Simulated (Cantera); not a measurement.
Input: 1 mol Ti, 1.3 mol CH4, 4.1 mol O2, at 1600 K and 18.0 Pa.

Method: chemical equilibrium by Gibbs-energy minimisation in Cantera with the NASA 1993 tables (ideal gas, pure condensed phases). Candidate condensed phases: C, C6H6, C7H8, C8H18, H2O, Ti, TiC, TiO, TiO2, Ti2O3, Ti3O5, Ti4O7; 113 gas species. The numbers say what is thermodynamically allowed, not how fast it happens.

Base state: H2O 0.587, CO2 0.294, O2 0.114, OH 0.00317, CO 0.00129, H2 0.000862, O 0.000364, H 0.000119 (mole fractions); condensed: TiO2(rutile).

Q: What changes in the equilibrium state with this change: pressure from 18.0 Pa to 133 Pa?

A: 
```tsv
species	before	after
H2O	0.587	0.589
CO2	0.294	0.295
O2	0.114	0.113
OH	0.00317	0.00193
H	0.000119	2.65e-5
O	0.000364	0.000134
H2	0.000862	0.000318
CO	0.00129	0.000478
TiO2(rutile), mol	1.000	1.00
```
